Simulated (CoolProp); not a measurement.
Hydrogen sulfide along the isotherm 224.3 K: fugacity coefficient from the reference equation and from simpler models built on Tc = 373.1 K, pc = 8.999 MPa, ω = 0.101; each cubic takes its own stable root.

Computed with CoolProp (reference Helmholtz-energy equation of state, Lemmon 2006). It is a short technical equation, of lower accuracy than the large ones.

```csv
p (MPa),phase,reference,van der Waals,Redlich-Kwong
0.0427,gas,0.9920,0.9954,0.9934
0.0627,gas,0.9883,0.9933,0.9904
0.092,gas,0.9828,0.9902,0.9859
0.135,gas,0.9747,0.9856,0.9793
0.198,liquid,0.8559,0.9789,0.9228
0.291,liquid,0.5834,0.9690,0.6291
0.427,liquid,0.3987,0.9545,0.4299
0.627,liquid,0.2726,0.9332,0.2940
0.92,liquid,0.1868,0.7899,0.2015
1.35,liquid,0.1284,0.5453,0.1386
1.98,liquid,0.08864,0.3789,0.09569
2.91,liquid,0.06142,0.2651,0.06635
4.27,liquid,0.04299,0.1881,0.04648
6.27,liquid,0.03045,0.1359,0.03296
9.2,liquid,0.02197,0.1010,0.02383
13.5,liquid,0.01628,0.07805,0.01771
```

At some of these states van der Waals gives the other phase, because its saturation line lies elsewhere.
